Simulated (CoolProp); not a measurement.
Vapour-liquid equilibrium of R22 (1) + cyclohexane (2) at 51.55 °C; x and y are mole fractions of (1).

Model: multi-fluid Helmholtz-energy mixture model, Kamei 1995 and Zhou 2014; pair parameters Bell 2016, in CoolProp.

### Question
Give the bubble pressure and the first vapour's composition at x = 0.65, 0.8, 0.95. Is there an azeotrope?

### Answer
x = 0.65: 14.07 bar, y = 0.975; x = 0.8: 16.10 bar, y = 0.983; x = 0.95: 18.90 bar, y = 0.994. No azeotrope shows between x = 0.05 and 0.95.

The pair parameters rest on a limited set of measurements; away from them the model extrapolates. The gap from Raoult's law changes sign with composition, which may be real or a fault of the pair parameters; it wasn't checked against measurements. With so large a gap from Raoult's law the liquid may split in two, which this calculation doesn't test in full.
